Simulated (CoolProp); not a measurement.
Properties of c-C4F8 (RC318) along the isobar 0.424 MPa.

Model: reference Helmholtz-energy equation of state, Platzer 1990, in CoolProp. This equation is an older, rougher fit; its heat capacities, sound speeds and derivatives of the liquid may be far off and weren't checked against measurements.

```tsv
T (K)	phase	Z	viscosity (µPa s)	conductivity (mW/(m K))
258.3	liquid	0.02397	677	74.6
268.6	liquid	0.02357	572	72.5
278.9	liquid	0.02324	487	70.1
289.2	liquid	0.02298	416	67.6
299.5	liquid	0.02280	356	64.9
309.8	gas	0.8770	11.5	12.9
320.1	gas	0.8920	12.1	13.7
330.4	gas	0.9045	12.6	14.4
340.7	gas	0.9150	13.1	15.1
351	gas	0.9240	13.6	15.8
361.3	gas	0.9317	14.0	16.6
371.6	gas	0.9384	14.4	17.3
```

Viscosity comes from a separate model (Huber 2003), an estimate that may be off by 10 % or more. Thermal conductivity comes from a separate model (Huber 2003), an estimate that may be off by 10 % or more.
